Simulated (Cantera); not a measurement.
A freely propagating, adiabatic, planar premixed flame of H2 : O2 : N2 = 1 : 0.263 : 0.989 (molar parts), equivalence ratio 1.9, unburnt at 300 K and 100.0 Torr; mixture-averaged transport, grid criteria slope 0.08 and curve 0.16, no radiation.

Detailed kinetics in Cantera: the H2/O2 subset of GRI-Mech 3.0, which has no nitrogen chemistry. Burning velocities carry a grid error of a few per cent, more on coarse grids.

### Question
What does this change do: inlet temperature 300 to 673 K?

### Answer
| quantity | before | after |
|---|---|---|
| laminar burning velocity | 244 cm/s | 863 cm/s |
| thermal thickness | 4.91 mm | 6.53 mm |
| peak x(OH) | 0.00379 | 0.00748 |
| peak x(O) | 0.00413 | 0.00635 |
| peak x(H) | 0.108 | 0.143 |

### Question
What does this change do: inlet temperature 300 to 623 K?

### Answer
| quantity | before | after |
|---|---|---|
| laminar burning velocity | 244 cm/s | 743 cm/s |
| thermal thickness | 4.91 mm | 6.25 mm |
| peak x(OH) | 0.00379 | 0.00691 |
| peak x(O) | 0.00413 | 0.00605 |
| peak x(H) | 0.108 | 0.139 |
